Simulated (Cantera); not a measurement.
Input: 1 mol Si, a varied amount of Cl2, 5.3 mol H2, at 652 °C and 0.470 bar.

These are equilibrium values from Cantera (NASA tables, ideal gas, pure condensed phases), not measurements of a reactor. Candidate condensed phases: Si; 19 gas species. The tables' values for SiCl3 are old estimates; treat these amounts as uncertain. Kinetics and transport are ignored.

x: gas mole fraction; n: condensed amount in mol.

```
n(Cl2) (mol)   x H2    x HCl  x SiCl4  x SiHCl3  x SiH2Cl2  n Si(s)
------------  -----  -------  -------  --------  ---------  -------
0.5           0.945  0.00523   0.0289    0.0190    0.00122    0.727
0.66          0.930  0.00559   0.0390    0.0236    0.00140    0.640
0.88          0.910  0.00596        ?         ?          ?        ?
1.2           0.883  0.00636   0.0724    0.0365    0.00181    0.350
1.6           0.850  0.00670        ?         ?          ?        ?
2.1           0.802   0.0417    0.146    0.0102    7.00e-5        0
2.7           0.655    0.202    0.141   0.00167    1.93e-6        0
```

**Question.** Some entries are withheld; supply them.

**Answer.** 
- 0.88, x SiCl4: 0.0527
- 0.88, x SiHCl3: 0.0292
- 0.88, x SiH2Cl2: 0.00159
- 0.88, n Si(s): 0.522
- 1.6, x SiCl4: 0.0962
- 1.6, x SiHCl3: 0.0443
- 1.6, x SiH2Cl2: 0.00201
- 1.6, n Si(s): 0.136
